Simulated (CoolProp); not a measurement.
Model: reference Helmholtz-energy equation of state, Akasaka 2019, in CoolProp.

Task: Give the vapour pressure (MPa), liquid cp (kJ/(kg K)), vapour Z of saturated R1234ze(Z) at 323.5, 326, 340.9 K.

Result: 
```json
[
 {"T (K)": "323.5", "p (MPa)": "0.395", "liquid cp (kJ/(kg K))": "1.36", "vapour Z": "0.876"},
 {"T (K)": "326", "p (MPa)": "0.424", "liquid cp (kJ/(kg K))": "1.36", "vapour Z": "0.870"},
 {"T (K)": "340.9", "p (MPa)": "0.634", "liquid cp (kJ/(kg K))": "1.42", "vapour Z": "0.830"}
]
```
